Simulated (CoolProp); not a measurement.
The numbers come from the reference Helmholtz-energy equation of state, Lemmon 2013 in CoolProp.

Q: For propylene, give the phase and the cp (kJ/(kg K)), cv (kJ/(kg K)), conductivity (mW/(m K)) at 383.6 K and 854 kPa; 383.6 K and 4270 kPa.

A: 
- 383.6 K and 854 kPa: gas; cp 1.93, cv 1.67, conductivity 27.9
- 383.6 K and 4270 kPa: gas; cp 2.95, cv 1.82, conductivity 38.8

Thermal conductivity comes from a separate model (Huber 2003), an estimate that may be off by 10 % or more.
